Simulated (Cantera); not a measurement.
Feed: 1 mol CH₂F₂, 8 mol H₂, equilibrated at 2825 °C and 2.18 Torr.

Equilibrium computed with Cantera from the NASA thermochemical tables; the gas is ideal and each condensed phase is pure. Candidate condensed phases: C, C₆H₆, C₇H₈, C₈H₁₈; 95 gas species. The numbers say what is thermodynamically allowed, not how fast it happens.

**Question.** What is the equilibrium state?

**Answer.** 
* **x(H)**: 0.816
* **x(HF)**: 0.0972
* **x(H₂)**: 0.0432
* **x(C)**: 0.0141
* **x(F)**: 0.0135
* **x(C₃)**: 0.0102
* **x(C₂)**: 0.00325
* **x(C₂H)**: 0.00140
* **x(CF)**: 0.000619
* **gas amount**: 17.97 mol
* **log10 activity of C(graphite) (absent)**: -0.49
